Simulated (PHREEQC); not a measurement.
Solution (25 °C): 0.068 mol/kgw (CH3)4NF, 0.0086 mol/kgw NH4HCO3 and 0.31 mol/kgw NH4Cl. Closed to the air; pH follows from the charge balance.

Equilibrium calculation in PHREEQC: ion-association model, phreeqc.dat.

Precipitation was switched off in this run.

Order these C species by the share of C that they hold, largest first: HCO3-, CO2, CO3-2.

HCO3- (87 %), CO2 (12 %), CO3-2 (0.12 %)

The pH is 7.02 and the ionic strength 0.386 mol/kgw. (CH3)4N+ isn't in the database: it is added as a free cation with an ion size of 4 Å.
